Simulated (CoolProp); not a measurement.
The fluid at 293.15 K and 0.0298 MPa expands adiabatically to 0.00353 MPa with isentropic efficiency 0.85. The same conditions are run with several fluids, on thermodynamics alone (safety and materials aside).

Values from CoolProp's reference Helmholtz-energy equation of state of each fluid (n-perfluoropentane: Gao 2022; R236EA: Rui 2013; R227EA: Lemmon 2016; methane: Setzmann 1991; dimethyl ether: Wu 2011).

Q: Rank n-perfluoropentane, R236EA, R227EA, methane, dimethyl ether by work (kJ/kg), highest first.

A: methane (215), dimethyl ether (83.1), R236EA (26.9), R227EA (24.2), n-perfluoropentane (14.6)

| fluid | final temperature (K) | final density (kg/m³) |
|---|---|---|
| n-perfluoropentane | 273.8 | 0.448 |
| R236EA | 259.4 | 0.249 |
| R227EA | 261.0 | 0.277 |
| methane | 192.2 | 0.0354 |
| dimethyl ether | 230.1 | 0.0852 |
